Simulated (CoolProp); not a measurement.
R245ca along the isotherm 450 K: density (kg/m³) from the reference equation and from simpler models built on Tc = 447.6 K, pc = 3941 kPa, ω = 0.355; each cubic takes its own stable root.

The numbers come from the reference Helmholtz-energy equation of state, Zhou 2016 in CoolProp.

| p (kPa) | phase | reference |
|---|---|---|
| 31.6 | gas | 1.135 |
| 64.9 | gas | 2.339 |
| 133 | gas | 4.822 |
| 274 | gas | 10.06 |
| 562 | gas | 21.21 |
| 1150 | gas | 46.15 |
| 2370 | gas | 112.4 |
| 4870 | supercritical | 796.4 |
| 10000 | supercritical | 971.3 |

Problem. How far does each simpler model (van der Waals, Peng-Robinson) lie from the reference over these 9 states: mean and median of the absolute difference, and the worst?

Solution. 
- van der Waals: mean 7.3 %, median 0.8 %, worst -30.4 % at 450 K and 4870 kPa
- Peng-Robinson: mean 1.8 %, median 0.4 %, worst -10.8 % at 450 K and 4870 kPa
